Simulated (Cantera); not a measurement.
Mixture: 12.2 % CO, 14.6 % H2, 0.912 % CH4, 15.2 % O2, 57.1 % N2, equivalence ratio 1.0, at 20.0 bar, adiabatic and at constant volume. Ignition delay is the time to a rise of 400 K.

Model: GRI-Mech 3.0 (53 species, 325 reactions), integrated in Cantera. The pressure lies above the range GRI-Mech 3.0 was tuned for (to about 10 atm). Below about 1000 K GRI-Mech 3.0 lacks low-temperature oxidation paths. Below about 950 K walls govern HO2 and H2O2 in real vessels.

Problem. Predict: delay at 925 K; delay at 1125 K; delay at 1325 K; delay at 1525 K; apparent activation energy between 1425 and 1625 K.

Solution. 
```
Quantity                                                Result
--------------------------------------------------  ----------
delay at 925 K                                         21.1 ms
delay at 1125 K                                       0.268 ms
delay at 1325 K                                        6.76 µs
delay at 1525 K                                        1.12 µs
apparent activation energy between 1425 and 1625 K  100 kJ/mol
```
